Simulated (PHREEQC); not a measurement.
Make-up at 20 °C: 0.16 mol/kgw Cu(NO3)2 and 0.00297 mol/kgw FeCl3. Closed to the air; pH follows from the charge balance.

The numbers come from PHREEQC with the ion-association model, phreeqc.dat.

Precipitation was switched off in this run.

Question: Order these Cl species by the share of Cl that they hold, largest first: CuCl+, FeCl+2, Cl-.

Answer: Cl- (92 %), CuCl+ (7.7 %), FeCl+2 (0.60 %)

Question: Order these Fe species by the share of Fe that they hold, largest first: Fe+3, Fe3(OH)4+5, Fe(OH)2+, Fe2(OH)2+4, FeOH+2.

Answer: FeOH+2 (39 %), Fe+3 (32 %), Fe2(OH)2+4 (19 %), Fe3(OH)4+5 (6.6 %), Fe(OH)2+ (2.0 %)

The pH is 2.79 and the ionic strength 0.494 mol/kgw. Saturation is exceeded, for instance for Hematite (slow to form), Goethite (slow to form); the values hold only as long as no solid forms.
